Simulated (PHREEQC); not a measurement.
A made-up water analysis in mg/L, 94 °C, pH 6.79, pe 1.9: Na 10.1; K 0.455; Ca 43.3; Mg 6.31; Cl 17.2; S(6) as SO4 24.9; Alkalinity as HCO3 134; Si as SiO2 5.41.

Valence states are taken as typed.

Equilibrium calculation in PHREEQC: ion-association model, phreeqc.dat.

Precipitation was switched off in this run.

### Question
Order these S species by the share of S that they hold, largest first: MgSO4, SO4-2, CaSO4, NaSO4-.

### Answer
SO4-2 (79 %), CaSO4 (11 %), MgSO4 (9.3 %), NaSO4- (0.18 %)

### Question
Order these Mg species by the share of Mg that they hold, largest first: MgCO3, MgSO4, MgOH+, MgHCO3+, Mg+2.

### Answer
Mg+2 (87 %), MgSO4 (9.3 %), MgHCO3+ (3.1 %), MgOH+ (0.24 %), MgCO3 (0.15 %)

The pH is 6.79 and the ionic strength 0.00444 mol/kgw. At this temperature some constants are extrapolated from 25 °C, and those without enthalpy data are left unchanged.
